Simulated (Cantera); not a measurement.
Charge: 1 mol B2O3, 0.45 mol NH3, 1.7 mol H2, at 700 °C and 0.0100 bar.

These are equilibrium values from Cantera (NASA tables, ideal gas, pure condensed phases), not measurements of a reactor. Candidate condensed phases: B, BN, B2O3, B3O3H3, H2O; 39 gas species. The numbers say what is thermodynamically allowed, not how fast it happens.

Base state: H2 0.913, N2 0.0863, H2O 0.000851 (mole fractions); condensed: BN(s) + B2O3(l).

**Question.** What changes in the equilibrium state with this change: temperature from 700 °C to 1450 °C?

**Answer.** 
```
species         before    after
------------  --------  -------
H2               0.913    0.705
B2O3             <1e-9    0.112
N2              0.0863   0.0716
HBO2           4.29e-6   0.0573
HBO            1.57e-8   0.0397
B2O2             <1e-9  0.00986
BO               <1e-9  0.00168
H              1.04e-8  0.00153
H2O           0.000851  0.00185
BN(s), mol     0.00148        0
B2O3(l), mol     0.999    0.462
```

**Question.** What changes in the equilibrium state with this change: temperature from 700 °C to 1625 °C?

**Answer.** 
```json
[
 {"species": "H2", "before": "0.913", "after": "0.578"},
 {"species": "B2O3", "before": "<1e-9", "after": "0.185"},
 {"species": "HBO2", "before": "4.29e-6", "after": "0.0868"},
 {"species": "B2O2", "before": "<1e-9", "after": "0.0159"},
 {"species": "HBO", "before": "1.57e-8", "after": "0.0535"},
 {"species": "N2", "before": "0.0863", "after": "0.0620"},
 {"species": "BO", "before": "<1e-9", "after": "0.00884"},
 {"species": "H", "before": "1.04e-8", "after": "0.00595"},
 {"species": "BO2", "before": "<1e-9", "after": "8.85e-5"},
 {"species": "H2O", "before": "0.000851", "after": "0.00359"},
 {"species": "BN(s), mol", "before": "0.00148", "after": "0"},
 {"species": "B2O3(l), mol", "before": "0.999", "after": "0"}
]
```

**Question.** What changes in the equilibrium state with this change: temperature from 700 °C to 1175 °C?

**Answer.** 
```tsv
species	before	after
H2	0.913	0.907
N2	0.0863	0.0857
HBO2	4.29e-6	0.00394
HBO	1.57e-8	0.00204
B2O3	<1e-9	0.000722
B2O2	<1e-9	3.95e-5
H	1.04e-8	8.79e-5
H2O	0.000851	0.000686
BN(s), mol	0.00148	0.00277
B2O3(l), mol	0.999	0.989
```
Mutual solubility and eutectic melting of coexisting phases are not modelled.
